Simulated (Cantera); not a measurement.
Mixture: CH₄ : O₂ : N₂ = 1 : 1.18 : 4.42 (molar parts), at 1000000 Pa, adiabatic and at constant volume. Ignition delay is the time to a rise of 400 K.

Model: GRI-Mech 3.0 (53 species, 325 reactions), integrated in Cantera.

Predict: delay at 1400 K; delay at 1475 K; delay at 1550 K; delay at 1625 K; delay at 1700 K; apparent activation energy between 1550 and 1700 K.


| Property | Result |
|---|---|
| delay at 1400 K | 0.598 ms |
| delay at 1475 K | 0.277 ms |
| delay at 1550 K | 0.134 ms |
| delay at 1625 K | 67.3 µs |
| delay at 1700 K | 35.4 µs |
| apparent activation energy between 1550 and 1700 K | 190 kJ/mol |
